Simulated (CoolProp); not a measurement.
The numbers come from the reference Helmholtz-energy equation of state, Polt 1992 in CoolProp. This equation is an older, rougher fit; its heat capacities, sound speeds and derivatives of the liquid may be far off and weren't checked against measurements.

**Question.** Give the vapour pressure (MPa), liquid density (kg/m³), enthalpy of vaporisation (kJ/kg) of saturated cyclopropane at 314.6, 336.6 K.

**Answer.** 
| T (K) | p (MPa) | liquid density (kg/m³) | enthalpy of vaporisation (kJ/kg) |
|---|---|---|---|
| 314.6 | 1.10 | 592 | 376 |
| 336.6 | 1.81 | 553 | 336 |
